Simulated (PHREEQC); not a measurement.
Make-up at 20 °C: 0.0033 mol/kgw HCl and 0.059 mol/kgw CuSO4. Closed to the air; pH follows from the charge balance.

The numbers come from PHREEQC with the ion-association model, wateq4f.dat.

Problem. The ionic strength comes out as 0.133 mol/kgw. What activity coefficients do Cu+2, SO4-2, Cl-, HSO4-, CuCl+ get?

Solution. Cu+2 0.37, SO4-2 0.34, Cl- 0.74, HSO4- 0.76, CuCl+ 0.75.

This is a speciation only: nothing precipitates in the calculation. Complexes and solids missing from the database can't appear.
